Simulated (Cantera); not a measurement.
What does this Cantera script print?

```python
import numpy as np
import cantera as ct

gas = ct.Solution("gri30.yaml")


def delay(T, t_max=10):
    gas.TPX = T, 2600000, {'CH4': 1, 'C2H6': 0.042, 'C3H8': 0.039, 'O2': 1.17, 'N2': 4.4}
    reactor = ct.IdealGasReactor(gas, clone=False)
    net = ct.ReactorNet([reactor])
    net.rtol, net.atol = 1e-8, 1e-16
    while net.time < t_max:
        t_old, T_old = net.time, reactor.T
        net.step()
        if reactor.T > T + 400:  # ignition: a rise of 400 K
            return t_old + (T + 400 - T_old) / (reactor.T - T_old) * (net.time - t_old)
    return np.nan


taus = []
for T in [1225, 1275, 1325, 1375, 1425, 1475, 1525]:
    taus.append(delay(T))
    print(f"T0 = {T:6g} K   tau = {taus[-1]:.4e} s")
```

Result:

```
T0 =   1225 K   tau = 5.5815e-04 s
T0 =   1275 K   tau = 3.2440e-04 s
T0 =   1325 K   tau = 1.8906e-04 s
T0 =   1375 K   tau = 1.1091e-04 s
T0 =   1425 K   tau = 6.5964e-05 s
T0 =   1475 K   tau = 4.0051e-05 s
T0 =   1525 K   tau = 2.4954e-05 s
```

Detailed kinetics in Cantera: GRI-Mech 3.0 (53 species, 325 reactions). The pressure lies above the range GRI-Mech 3.0 was tuned for (to about 10 atm).
